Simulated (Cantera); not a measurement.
A Cantera script and what it prints.

```python
import numpy as np
import cantera as ct

gas_names = """
    N NO NO2 NO3 N2 N2O O O2 O3 V VN VO VO2
""".split()
cond_names = """
    V(cr) V(L) VN(s) VO(s) VO(L) V2O3(s) V2O3(L) V2O4(I) V2O4(II) V2O4(L) V2O5(s) V2O5(L)
""".split()


def load(file, names, dense=False):
    # The tables refer to 1 bar. Condensed volumes are neglected.
    table = {s.name: s for s in ct.Species.list_from_file(file)}
    out = []
    for n in names:
        d = dict(table[n].input_data)
        d["thermo"] = dict(d["thermo"], **{"reference-pressure": 1e5})
        if dense:
            d["equation-of-state"] = {"model": "constant-volume", "density": "1e6 g/cm^3"}
        out.append(ct.Species.from_dict(d))
    return out


gas = ct.Solution(thermo="ideal-gas", species=load("nasa_gas.yaml", gas_names))
cond = {s.name: ct.Solution(thermo="fixed-stoichiometry", species=[s], name=s.name)
        for s in load("nasa_condensed.yaml", cond_names, dense=True)}
atoms = {
    'V': {'V': 1},
    'O2': {'O': 2},
    'N2': {'N': 2},
}
top_T = {'VN(s)': 2300}  # K; cautious upper limits of use, not melting points


def equilibrate(T, P, feed):
    n = {}
    for name, mol in feed.items():
        for a, k in atoms[name].items():
            n[a] = n.get(a, 0.0) + k * mol
    gas.TPX = T, P, n
    mass = sum(n.values()) * gas.mean_molecular_weight
    gas.equilibrate("TP")
    valid = [c for c in cond.values() if c.min_temp <= T <= top_T.get(c.name, c.max_temp)]
    mix = ct.Mixture([(gas, mass / gas.mean_molecular_weight)] + [(c, 0.0) for c in valid])
    mix.T, mix.P = T, P
    mix.equilibrate("TP", solver="vcs", rtol=1e-11, max_steps=5000)
    return mix


results = []
feed = {'V': 1, 'O2': 5, 'N2': 3.6}  # mol
P = 58000  # Pa
for T in [1273, 1473, 1673, 1873, 2073, 2273, 2473, 2673, 2873]:
    mix = equilibrate(T, P, feed)
    results.append((T, P, feed, dict(zip(mix.species_names, mix.species_moles))))

top = {s: max(r[3][s] / sum(r[3][g] for g in gas_names) for r in results) for s in gas_names}
cols = sorted((s for s in top if top[s] > 1e-05), key=lambda s: -top[s])[:8]
seen = [c for c in cond_names if any(r[3].get(c, 0) > 1e-12 for r in results)]
print("log10 of partial pressures in bar; condensed amounts in mol")
print(f"{'T/K':>10s}" + "".join(f"{s[:9]:>10s}" for s in cols + seen))
for T, P, feed, n in results:
    ng = sum(n[g] for g in gas_names)
    print(f"{T:10.4g}" + "".join(f"{np.log10(max(n[s] / ng * P / 1e5, 1e-99)):10.3f}" for s in cols)
          + "".join(f"{n.get(c, 0):10.4g}" for c in seen))
```

Output:

```
log10 of partial pressures in bar; condensed amounts in mol
       T/K        O2        N2       VO2         O        NO        VO       NO2   V2O4(L)   V2O5(L)
      1273    -0.529    -0.547   -10.262    -7.233    -3.628   -21.246    -5.468         0       0.5
      1473    -0.529    -0.547    -7.574    -5.819    -3.118   -16.560    -5.277         0       0.5
      1673    -0.530    -0.548    -5.553    -4.741    -2.731   -13.020    -5.132         0       0.5
      1873    -0.518    -0.564    -4.003    -3.886    -2.428   -10.283    -5.010    0.4993         0
      2073    -0.521    -0.567    -2.995    -3.200    -2.185    -8.310    -4.919    0.4934         0
      2273    -0.530    -0.575    -2.186    -2.638    -1.991    -6.704    -4.852    0.4567         0
      2473    -0.557    -0.599    -1.526    -2.176    -1.846    -5.366    -4.822    0.2929         0
      2673    -0.604    -0.637    -1.177    -1.794    -1.745    -4.429    -4.830         0         0
      2873    -0.633    -0.650    -1.185    -1.460    -1.642    -3.936    -4.814         0         0
```

Cantera equilibrium calculation (NASA polynomials, part measured and part estimated; ideal gas, pure solids and liquids). Condensed phases not in the tables: the oxides between V2O3 and V2O5 other than VO2. Gases not in the tables: V4O10.
